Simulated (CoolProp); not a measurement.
Model: reference Helmholtz-energy equation of state, Lemmon 2006, in CoolProp. It is a short technical equation, of lower accuracy than the large ones.

Question: For isopentane, give the phase and the speed of sound (m/s), fugacity coefficient at 202.25 °C and 4.9 MPa.

Answer: 
- 202.25 °C and 4.9 MPa: supercritical; speed of sound 182, fugacity coefficient 0.558
